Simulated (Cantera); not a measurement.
# Equilibrium for carbon deposition, reforming and gasification: CH3OH + O2 + NH3

Feed: 1 mol CH3OH, 0.025 mol O2, 0.11 mol NH3, equilibrated at 677 °C and 14.3 Torr.

Cantera equilibrium calculation (NASA polynomials, part measured and part estimated; ideal gas, pure solids and liquids). Candidate condensed phases: C, C6H6, C7H8, C8H18, H2O; 136 gas species. Equilibrium is a limit: real reactors are often held back by kinetics, nucleation or transport.

```json
{
  "x(H2)": "0.663",
  "x(CO)": "0.303",
  "x(N2)": "0.0171",
  "x(H2O)": "0.00886",
  "x(CO2)": "0.00725",
  "x(CH4)": "0.000564",
  "x(NH3)": "1.11e-6",
  "gas_amount": "3.216 mol",
  "log10 activity of C(graphite) (absent)": "-0.40"
}
```
